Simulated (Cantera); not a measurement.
Charge: 1 mol Pb, 3 mol N2, equilibrated at 63.0 Pa.

These are equilibrium values from Cantera (NASA tables, ideal gas, pure condensed phases), not measurements of a reactor. Candidate condensed phases: Pb; 4 gas species. The numbers say what is thermodynamically allowed, not how fast it happens. All values below are at 1598 K.

Base state: N2 0.750, Pb 0.250 (mole fractions); condensed: gas only.

Problem. What changes in the equilibrium state with this change: 0.028 mol HCl added?

Solution. 
```json
[
 {"species": "N2", "before": "0.750", "after": "0.746"},
 {"species": "Pb", "before": "0.250", "after": "0.245"},
 {"species": "PbCl", "before": "0", "after": "0.00388"},
 {"species": "HCl", "before": "0", "after": "0.00296"},
 {"species": "H2", "before": "0", "after": "0.00196"},
 {"species": "Cl", "before": "0", "after": "0.000112"},
 {"species": "H", "before": "0", "after": "9.38e-5"}
]
```
Further candidate phases: NH4Cl, PbCl2.
